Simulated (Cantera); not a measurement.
A perfectly stirred reactor is fed with N2O : H2O = 1 : 0.036 (molar parts), at 10000 Pa; it is held at 1475 K, and followed from long to short residence time.

Computed with Cantera and GRI-Mech 3.0 (53 species, 325 reactions). GRI-Mech 3.0 was tuned for natural gas; its chemistry of N2O as a main component is partial and can be far from experiment. The temperature is held fixed by assumption; the heat of reaction is taken as removed at once.

One state of this run: x N2O = 0.0485; x H2O = 0.0239; x HO2 = 1.49e-7; x H2 = 1.37e-6; x OH = 0.000169. x: mole fraction; the columns are a selection and need not sum to one.

Question: Which value of τ (s) does it belong to?
(A) 0.057
(B) 3.0
(C) 0.015
(D) 0.21

Answer: B, 3.0
